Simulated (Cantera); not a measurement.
Cantera with NASA thermochemical tables; ideal gases at 1 bar, condensed phases pure. Values are per mole of reaction as written; species without (g) are pure solids or liquids, kept so even where they would boil at 1 bar.

Q: Between 898 and 1123 K, where is each reaction favourable under standard conditions?
- 4 CH3(g) + TiCl4(g) = 4 CH3Cl(g) + Ti

A: 
- 4 CH3(g) + TiCl4(g) = 4 CH3Cl(g) + Ti: ΔG° is 10 kJ at 898 K and 55 kJ at 1123 K; it stays positive (K < 1). ΔH° is -166 kJ and ΔS° -197 J/K at 1123 K.
